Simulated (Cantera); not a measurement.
**Adiabatic ignition**

An adiabatic, constant-volume homogeneous reactor starts with C₃H₈ : O₂ : N₂ = 1 : 2.94 : 11.1 (molar parts), at 1100 K and 0.987 atm.

Cantera simulation using GRI-Mech 3.0 (53 species, 325 reactions); the numbers are that mechanism's predictions, not measurements. GRI-Mech 3.0 was tuned for natural gas; its chemistry of propane as a main component is partial and can be far from experiment.

| t (s) | T (K) | P (bar) | x C₃H₈ | x O₂ | x H₂ | x NO | x C₂H₆ | x HCN | x CH₃ |
|---|---|---|---|---|---|---|---|---|---|
| 6.00e-6 | 1100 | 1.000 | 0.0665 | 0.195 | 3.63e-9 | <1e-12 | 1.49e-12 | <1e-12 | 1.00e-7 |
| 1.55e-5 | 1100 | 1.000 | 0.0665 | 0.195 | 1.44e-8 | <1e-12 | 2.73e-11 | <1e-12 | 2.67e-7 |
| 4.00e-5 | 1100 | 1.000 | 0.0665 | 0.195 | 4.47e-8 | <1e-12 | 5.00e-10 | <1e-12 | 7.11e-7 |
| 0.000103 | 1100 | 1.000 | 0.0665 | 0.195 | 1.43e-7 | <1e-12 | 9.33e-9 | <1e-12 | 1.93e-6 |
| 0.000266 | 1100 | 1.000 | 0.0665 | 0.195 | 6.94e-7 | <1e-12 | 1.89e-7 | <1e-12 | 5.50e-6 |
| 0.000687 | 1100 | 1.000 | 0.0664 | 0.195 | 4.77e-6 | <1e-12 | 3.57e-6 | <1e-12 | 1.36e-5 |
| 0.00177 | 1100 | 1.00 | 0.0663 | 0.195 | 1.86e-5 | <1e-12 | 2.44e-5 | <1e-12 | 1.65e-5 |
| 0.00457 | 1100 | 1.00 | 0.0659 | 0.195 | 5.70e-5 | <1e-12 | 8.44e-5 | <1e-12 | 1.71e-5 |
| 0.0118 | 1100 | 1.00 | 0.0648 | 0.195 | 0.000178 | <1e-12 | 0.000250 | <1e-12 | 1.81e-5 |
| 0.0305 | 1103 | 1.01 | 0.0609 | 0.193 | 0.000745 | <1e-12 | 0.000783 | <1e-12 | 2.28e-5 |
| 0.0786 | 2748 | 3.03 | <1e-12 | 0.000210 | 0.0875 | 0.000952 | <1e-12 | 1.40e-7 | 1.93e-11 |
| 0.203 | 2748 | 3.03 | <1e-12 | 0.000210 | 0.0875 | 0.000952 | <1e-12 | 1.40e-7 | 1.93e-11 |
| 0.524 | 2748 | 3.03 | <1e-12 | 0.000210 | 0.0875 | 0.000952 | <1e-12 | 1.40e-7 | 1.93e-11 |
| 1.35 | 2748 | 3.03 | <1e-12 | 0.000210 | 0.0875 | 0.000952 | <1e-12 | 1.40e-7 | 1.93e-11 |
| 3.49 | 2748 | 3.03 | <1e-12 | 0.000210 | 0.0875 | 0.000952 | <1e-12 | 1.40e-7 | 1.93e-11 |
| 9.00 | 2748 | 3.03 | <1e-12 | 0.000210 | 0.0875 | 0.000952 | <1e-12 | 1.40e-7 | 1.93e-11 |
x: mole fraction; the columns are a selection and need not sum to one.

* **time of steepest temperature rise**: 53.6 ms
* **temperature at 9.00 s**: 2748 K
* **equilibrium temperature**: 2748 K
* **x(C₃H₈) at 9.00 s**: <1e-12 (gas-phase equilibrium <1e-12)
* **x(O₂) at 9.00 s**: 0.000210 (gas-phase equilibrium 0.000210)
* **x(H₂) at 9.00 s**: 0.0875 (gas-phase equilibrium 0.0875)
